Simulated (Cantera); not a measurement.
Mixture: CH4 : H2 : O2 : N2 = 1 : 0.65 : 1.29 : 3.49 (molar parts), equivalence ratio 1.8, at 25500 Torr, adiabatic and at constant pressure. Ignition delay is the time to a rise of 400 K.

Detailed kinetics in Cantera: GRI-Mech 3.0 (53 species, 325 reactions). The pressure lies above the range GRI-Mech 3.0 was tuned for (to about 10 atm).

Task: Predict: delay at 1075 K; delay at 1125 K; delay at 1175 K; delay at 1225 K; delay at 1275 K; delay at 1325 K; apparent activation energy between 1225 and 1325 K.

Result: 
```
Property                                                 Value
--------------------------------------------------  ----------
delay at 1075 K                                       0.984 ms
delay at 1125 K                                       0.400 ms
delay at 1175 K                                       0.180 ms
delay at 1225 K                                        90.2 µs
delay at 1275 K                                        50.7 µs
delay at 1325 K                                        31.6 µs
apparent activation energy between 1225 and 1325 K  140 kJ/mol
```
